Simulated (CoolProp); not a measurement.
200 sccm (0 °C, 1 atm) of nitrogen bubbles through liquid dimethyl carbonate at 287.2 K and leaves saturated at a total pressure of 0.0323 MPa (ideal gas phase). Each further row changes one setting.

Values from CoolProp's reference Helmholtz-energy equation of state, Zhou 2011.

```json
[
 {"case": "as stated", "vapour pressure (kPa)": "4.04", "mole fraction of vapour": "0.125", "delivery (mg/min)": "115", "delivery (sccm)": "28.6", "change of delivery for a bath 1 K warmer (%)": "6.6"},
 {"case": "bath temperature 292.2 K", "vapour pressure (kPa)": "5.31", "mole fraction of vapour": "0.165", "delivery (mg/min)": "158", "delivery (sccm)": "39.4", "change of delivery for a bath 1 K warmer (%)": "6.7"},
 {"case": "total pressure 0.0646 MPa", "vapour pressure (kPa)": "4.04", "mole fraction of vapour": "0.0625", "delivery (mg/min)": "53.6", "delivery (sccm)": "13.3", "change of delivery for a bath 1 K warmer (%)": "6.2"}
]
```
